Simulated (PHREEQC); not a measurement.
Make-up at 25 °C: 0.081 mol FeCl3, 3.5e-05 mol CaCl2 and 0.14 mol HCl per kg of water. Closed to the air; pH follows from the charge balance.

Model: ion-association model, phreeqc.dat, run in PHREEQC.

```tsv
quantity	before	after
pH	0.96	0.97
ionic strength (mol/kgw)	0.410	0.902
Cl- (mol/kgw)	0.306	0.230
FeCl+2 (mol/kgw)	0.0474	0.114
Fe+3 (mol/kgw)	0.0185	0.0655
FeCl2+ (mol/kgw)	0.0143	0.0194
SI of Goethite (FeOOH)	+1.14	+1.58
SI of Hematite (Fe2O3)	+4.29	+5.18
```

Task: Which change was made?
A) HCl from 0.14 to 0.154 mol/kgw
B) CaCl2 from 3.5e-05 to 7e-05 mol/kgw
C) 0.12 mol/kgw Fe(NO3)3 added
D) CaCl2 from 3.5e-05 to 7e-06 mol/kgw
E) HCl replaced by NH4Cl at the same molality

Result: C, 0.12 mol/kgw Fe(NO3)3 added

No solid was allowed to form. The ionic strength passes 0.7 mol/kgw, the rough limit of the ion-association models, in after. Some of these states are supersaturated (in Hematite (slow to form), Goethite (slow to form), for instance).
